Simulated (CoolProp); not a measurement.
Model: reference Helmholtz-energy equation of state, Gao 2022, in CoolProp.

Q: For n-perfluorohexane, give the phase and the density (kg/m³), cp (kJ/(kg K)), speed of sound (m/s), expansivity (1/kK) at 383.5 K and 647 kPa; 393 K and 647 kPa; 440.5 K and 647 kPa.

A: 
- 383.5 K and 647 kPa: liquid; density 1390, cp 1.20, speed of sound 268, expansivity 3.27
- 393 K and 647 kPa: liquid; density 1340, cp 1.23, speed of sound 235, expansivity 3.82
- 440.5 K and 647 kPa: gas; density 70.8, cp 1.04, speed of sound 89.3, expansivity 4.09
